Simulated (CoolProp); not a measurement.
The fluid at 293.15 K and 0.367 MPa is throttled through a valve to 0.0235 MPa with no heat exchange. The same conditions are run with several fluids, on thermodynamics alone (safety and materials aside).

Values from CoolProp's reference Helmholtz-energy equation of state of each fluid (ethylene: Smukala 2000; R115: Lemmon 2016; cyclopropane: Polt 1992; R22: Kamei 1995; R407C: Lemmon 2003). The equations of Platzer and Polt are older, rougher fits. Blends and air are pseudo-pure fits.

Rank ethylene, R115, cyclopropane, R22, R407C by temperature change (K), highest first.

ethylene (-3.7), R115 (-5.2), R407C (-8.0), R22 (-8.3), cyclopropane (-9.5)

| fluid | final density (kg/m³) |
|---|---|
| ethylene | 0.274 |
| R115 | 1.52 |
| cyclopropane | 0.421 |
| R22 | 0.861 |
| R407C | 0.858 |
